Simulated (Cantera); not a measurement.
Feed: 1 mol C₂H₂, 0.49 mol H₂, equilibrated at 10.0 mbar.

These are equilibrium values from Cantera (NASA tables, ideal gas, pure condensed phases), not measurements of a reactor. Candidate condensed phases: C, C₆H₆, C₇H₈, C₈H₁₈; 76 gas species. The numbers say what is thermodynamically allowed, not how fast it happens.

x: gas mole fraction; n: condensed amount in mol.

```tsv
T (K)	x H₂	x H	x C₃	x C₂H₂ (acetylene)	n C(graphite)
975	0.999	1.14e-8	<1e-12	5.69e-10	2.00
1175	1.000	(withheld)	<1e-12	(withheld)	2.00
1375	1.000	3.43e-5	<1e-12	1.78e-6	2.00
1575	1.000	0.000415	<1e-12	2.11e-5	2.00
1775	0.997	0.00289	5.28e-12	0.000142	2.00
1975	0.986	0.0136	1.49e-9	0.000640	2.00
2175	0.950	0.0476	1.45e-7	0.00212	1.99
2375	0.864	0.131	6.39e-6	0.00536	1.98
2575	0.699	0.290	0.000154	0.0103	1.96
2775	(withheld)	(withheld)	(withheld)	0.0144	1.92
2975	0.237	0.711	0.0238	0.0137	1.69
```

Complete the blanks.


- 2775, x H₂: 0.468
- 2775, x H: 0.512
- 2775, x C₃: 0.00231
- 1175, x H: 1.23e-6
- 1175, x C₂H₂ (acetylene): 6.37e-8
